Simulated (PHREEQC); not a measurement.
Dissolve 0.0026 mol CuCl2 and 0.00041 mol NaCl per kg of water at 5 °C. Closed to the air; pH follows from the charge balance.

The numbers come from PHREEQC with the ion-association model, wateq4f.dat.

This is a speciation only: nothing precipitates in the calculation.

Task: What pH does the model give?

Result: pH 5.21.

At this temperature some constants are extrapolated from 25 °C, and those without enthalpy data are left unchanged.
